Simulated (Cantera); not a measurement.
Charge: 1 mol TEOS, 0.55 mol O3, 7.3 mol H2, at 1900 K and 2500 Pa.

Equilibrium computed with Cantera from the NASA thermochemical tables; the gas is ideal and each condensed phase is pure. Candidate condensed phases: C, C6H6, C7H8, C8H18, H2O, Si, SiC, SiO2; 123 gas species. The feed counts by its element totals alone. Rates play no part.

Base state: H2 0.750, CO 0.244, H 0.00435, SiO 0.00178, C2H2 (acetylene) 0.000286, Si 1.87e-5 (mole fractions); condensed: C(graphite) + SiC(s).

Problem. What changes in the equilibrium state with this change: TEOS replaced by HMDSO?

Solution. 
```
species             before     after
----------------  --------  --------
H2                   0.750     0.855
CO                   0.244     0.139
H                  0.00435   0.00464
SiO                0.00178   0.00101
CH4                7.90e-6   1.03e-5
C2H2 (acetylene)  0.000286  0.000327
Si                 1.87e-5   1.87e-5
C(graphite), mol      1.42      1.38
SiC(s), mol          0.959      1.98
```
